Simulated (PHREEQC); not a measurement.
Solution (25 °C and 500 atm): 0.12 mol/kgw CaCl2. Closed to the air; pH follows from the charge balance.

Model: ion-association model, phreeqc.dat, run in PHREEQC.

| quantity | before | after |
|---|---|---|
| pH | 6.81 | 6.68 |
| ionic strength (mol/kgw) | 0.360 | 0.425 |

### Question
Which change was made?
(A) CaCl2 from 0.12 to 0.024 mol/kgw
(B) 0.037 mol/kgw MgSO4 added
(C) CaCl2 replaced by FeCl2 at the same molality
(D) diluted 10-fold with water
(E) 0.0064 mol/kgw HCl added

### Answer
B, 0.037 mol/kgw MgSO4 added

No solid was allowed to form. Some of these states are supersaturated (in Gypsum, for instance). Under pressure, the constants of complexes without a molar volume in the database are unreliable.
